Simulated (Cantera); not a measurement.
Input: 1 mol PbO, 0.021 mol O2, 1 mol H2, 0.12 mol CO, at 773.15 K and 0.0133 bar.

Cantera equilibrium calculation (NASA polynomials, part measured and part estimated; ideal gas, pure solids and liquids). Candidate condensed phases: C, C6H6, C7H8, C8H18, H2O, Pb, PbO, PbO2, Pb3O4; 113 gas species. Equilibrium is a limit: real reactors are often held back by kinetics, nucleation or transport.

Base state: H2O 0.825, CO2 0.105, H2 0.0679, CO 0.00170 (mole fractions); condensed: Pb(l).

What changes in the equilibrium state with this change: temperature from 773.15 K to 1173 K?


```
species      before    after
----------  -------  -------
H2O           0.825    0.806
CO2           0.105   0.0950
H2           0.0679   0.0587
Pb          1.74e-6   0.0316
PbO           <1e-9  1.06e-5
CO          0.00170  0.00879
Pb(l), mol    1.000    0.963
```
